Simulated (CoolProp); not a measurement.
Vapour-liquid equilibrium of R113 (1) + acetone (2) at 167.45 °C; x and y are mole fractions of (1).

Computed with CoolProp (multi-fluid Helmholtz-energy mixture model, Marx 1992 and Lemmon 2006; pair parameters Bell 2016).

```
x     bubble pressure, mixture model (bar)  bubble pressure, Raoult's law (bar)  y, mixture model  y, Raoult's law
----  ------------------------------------  -----------------------------------  ----------------  ---------------
0.05                                     …                                15.91             0.071            0.052
0.2                                      …                                16.00             0.246            0.206
0.35                                 18.56                                16.10             0.385            0.359
0.5                                  18.91                                16.20             0.509            0.510
0.65                                     …                                16.29             0.632            0.659
0.8                                  18.26                                16.39             0.766            0.806
0.95                                 17.09                                16.49             0.932            0.952
```

**Question.** Fill in the missing entries.

**Answer.** 
- 0.05, bubble pressure, mixture model (bar): 16.45
- 0.2, bubble pressure, mixture model (bar): 17.76
- 0.65, bubble pressure, mixture model (bar): 18.83

The largest gap from Raoult's law is +16.7 % in bubble pressure, at x = 0.5. y crosses x between x = 0.5 and 0.65: the model has an azeotrope there.

The pair parameters rest on a limited set of measurements; away from them the model extrapolates.
